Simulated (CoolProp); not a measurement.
A single-stage vapour-compression cycle with C3F8 (R218): evaporating at 207.15 K (dew point), condensing at 241.15 K (bubble point), superheat 8 K, subcooling 0 K, compressor efficiency 0.6, no pressure losses. Each further row changes one setting.

The numbers come from the reference Helmholtz-energy equation of state, Lemmon 2006 in CoolProp. It is a short technical equation, of lower accuracy than the large ones.

```
case                              cooling COP  pressure ratio  discharge temperature (K)  refrigerating effect (kJ/kg)  volumetric capacity (kJ/m³)
--------------------------------  -----------  --------------  -------------------------  ----------------------------  ---------------------------
as stated                                3.07            5.80                      259.1                          88.0                          203
evaporating temperature 212.15 K         3.79             ___                      257.0                          91.1                          278
condensing temperature 236.15 K          3.72            4.65                      253.5                          92.9                          214
subcooling 5 K                           3.24            5.80                      259.1                          92.9                          214
superheat 18 K                            ___            5.80                      269.8                          94.6                          208
compressor efficiency 0.5                 ___            5.80                      266.7                          88.0                          203
```

Task: Fill in the missing entries.

Result: 
- evaporating temperature 212.15 K, pressure ratio: 4.29
- superheat 18 K, cooling COP: 3.14
- compressor efficiency 0.5, cooling COP: 2.55
